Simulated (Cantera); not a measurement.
Input (Python, Cantera) and output of one run.

```python
import numpy as np
import cantera as ct

gas_names = [...]  # 114 gases of nasa_gas.yaml made of C, Fe, H, O
cond_names = """
    C(gr) C6H6(L) C7H8(L) C8H18(L),n-octa Fe(a) Fe(c) Fe(d) Fe(L) FeC5O5(L) FeO(s) FeO(L) Fe(OH)2(s)
    Fe(OH)3(s) Fe2O3(s) Fe3O4(s) H2O(s) H2O(L)
""".split()


# ... load() reads the species with a 1 bar reference pressure and builds the phases ...
atoms = {
    'Fe2O3': {'Fe': 2, 'O': 3},
    'C': {'C': 1},
    'H2': {'H': 2},
}
top_T = {'C(gr)': 4500, 'Fe2O3(s)': 1830, 'Fe3O4(s)': 1870}  # K; cautious upper limits of use, not melting points


# ... equilibrate(T, P, feed) seeds the gas with the atoms and calls Mixture.equilibrate('TP', solver="vcs", rtol=1e-11, max_steps=5000) ...
results = []
feed = {'Fe2O3': 1, 'C': 2.4, 'H2': 11}  # mol
T = 2498.15  # K
for P in [10, 100, 1000, 10000, 100000, 1000000]:
    mix = equilibrate(T, P, feed)
    results.append((T, P, feed, dict(zip(mix.species_names, mix.species_moles))))
    x = sorted(zip(gas.X, gas.species_names), reverse=True)
    print(f"T = {T:g} K  P = {P:g} Pa  gas = {mix.phase_moles(0):.4g} mol")
    print("   x: " + "  ".join(f"{s} {v:.3e}" for v, s in x if v > 0.0001))
    print("   condensed (mol): " + ("  ".join(f"{mix.phase(i).name} {mix.phase_moles(i):.4g}"
          for i in range(1, mix.n_phases) if mix.phase_moles(i) > 1e-12) or "none"))
```

Output:

```
T = 2498.15 K  P = 10 Pa  gas = 24.77 mol
   x: H 7.163e-01  CO 9.654e-02  H2 8.249e-02  Fe 8.064e-02  O 1.844e-02  OH 3.227e-03  H2O 1.797e-03  CO2 3.396e-04  O2 1.648e-04
   condensed (mol): none
T = 2498.15 K  P = 100 Pa  gas = 19.94 mol
   x: H 4.398e-01  H2 3.110e-01  CO 1.192e-01  Fe 1.000e-01  H2O 1.817e-02  OH 5.314e-03  O 4.945e-03  CO2 1.125e-03  FeO 3.010e-04  O2 1.186e-04
   condensed (mol): none
T = 2498.15 K  P = 1000 Pa  gas = 16.96 mol
   x: H2 5.260e-01  H 1.809e-01  CO 1.402e-01  Fe 1.176e-01  H2O 3.096e-02  OH 2.202e-03  CO2 1.332e-03  O 4.982e-04  FeO 3.564e-04
   condensed (mol): none
T = 2498.15 K  P = 10000 Pa  gas = 15.9 mol
   x: H2 6.250e-01  CO 1.496e-01  Fe 1.254e-01  H 6.234e-02  H2O 3.522e-02  CO2 1.361e-03  OH 7.266e-04  FeO 3.640e-04
   condensed (mol): none
T = 2498.15 K  P = 100000 Pa  gas = 13.97 mol
   x: H2 7.353e-01  CO 1.702e-01  H2O 4.104e-02  Fe 3.018e-02  H 2.138e-02  CO2 1.534e-03  OH 2.468e-04
   condensed (mol): Fe(L) 1.577
T = 2498.15 K  P = 1e+06 Pa  gas = 13.49 mol
   x: H2 7.692e-01  CO 1.763e-01  H2O 4.279e-02  H 6.917e-03  Fe 3.018e-03  CO2 1.584e-03
   condensed (mol): Fe(L) 1.959
```

These are equilibrium values from Cantera (NASA tables, ideal gas, pure condensed phases), not measurements of a reactor.
